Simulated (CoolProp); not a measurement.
The fluid at 298.15 K and 1.33 MPa flows at 2.8 m/s in a round tube of 100 mm bore and 45 µm roughness, fully developed (64/Re and Nu = 3.66 if laminar; Colebrook and Gnielinski if turbulent). The same conditions are run with several fluids, on thermodynamics alone (safety and materials aside).

Model: reference Helmholtz-energy equation of state of each fluid (C3F8 (R218): Lemmon 2006; n-heptane: Span 2003; o-xylene: Zhou 2012; n-pentane: Thol 2019; isobutane: Bücker 2006), in CoolProp.

| fluid | Reynolds number | Darcy friction factor | pressure drop (Pa/m) | heat-transfer coefficient (W/(m² K)) | mass flow (kg/h) |
|---|---|---|---|---|---|
| C3F8 (R218) | 2180000 | 0.0166 | 865 | 4580 | 105000 |
| n-heptane | 482000 | 0.0174 | 464 | 3530 | 53900 |
| o-xylene | 321000 | 0.0178 | 613 | 2970 | 69400 |
| n-pentane | 953000 | 0.0169 | 412 | 4650 | 49300 |
| isobutane | 1010000 | 0.0169 | 365 | 4110 | 43800 |

Transport values come from each fluid's own correlations; those of C3F8 (R218), n-pentane are estimates that may be off by 10 % or more.
